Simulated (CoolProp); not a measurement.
Properties of isobutane along the isobar 1.39 bar.

The numbers come from the reference Helmholtz-energy equation of state, Bücker 2006 in CoolProp.

| T (K) | phase | density (kg/m³) | cp (kJ/(kg K)) |
|---|---|---|---|
| 253.5 | liquid | 602.6 | 2.184 |
| 263.4 | liquid | ? | 2.232 |
| 273.3 | gas | ? | 1.610 |
| 283.1 | gas | 3.589 | 1.646 |
| 293 | gas | 3.451 | 1.684 |
| 302.9 | gas | ? | 1.724 |
| 312.7 | gas | 3.208 | 1.766 |
| 322.6 | gas | ? | ? |
| 332.5 | gas | 2.999 | 1.852 |
| 342.3 | gas | 2.906 | 1.895 |
| 352.2 | gas | 2.818 | 1.940 |
| 362.1 | gas | 2.736 | 1.985 |
| 372 | gas | 2.659 | 2.029 |
| 381.8 | gas | 2.587 | 2.073 |

What belongs in the gaps?


- 263.4, density (kg/m³): 591.6
- 273.3, density (kg/m³): 3.740
- 302.9, density (kg/m³): 3.324
- 322.6, density (kg/m³): 3.099
- 322.6, cp (kJ/(kg K)): 1.808
